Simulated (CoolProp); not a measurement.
Vapour-liquid equilibrium of dimethyl ether (1) + ethanol (2) at 44.4 kPa; x and y are mole fractions of (1).

Model: multi-fluid Helmholtz-energy mixture model, Wu 2011 and Schroeder 2014; pair parameters Bell 2016, in CoolProp.

```
x     bubble temperature, mixture model (K)  bubble temperature, Raoult's law (K)  y, mixture model  y, Raoult's law
----  -------------------------------------  ------------------------------------  ----------------  ---------------
0.05                                  290.5                                 303.5             0.891            0.772
0.15                                  261.7                                 275.1             0.986            0.965
0.25                                  250.9                                 261.8             0.995            0.988
0.35                                  245.0                                 253.5             0.997            0.995
0.45                                  241.2                                 247.7             0.998            0.997
0.55                                  238.7                                 243.2             0.999            0.999
0.65                                  236.8                                 239.7             0.999            0.999
0.75                                  235.1                                 236.7             0.999            1.000
0.85                                  233.6                                 234.1             1.000            1.000
0.95                                  231.9                                 231.9             1.000            1.000
```

The largest gap from Raoult's law is -13.4 K in bubble temperature, at x = 0.15. No azeotrope shows between x = 0.05 and 0.95.

The pair parameters rest on a limited set of measurements; away from them the model extrapolates. With so large a gap from Raoult's law the liquid may split in two, which this calculation doesn't test in full.
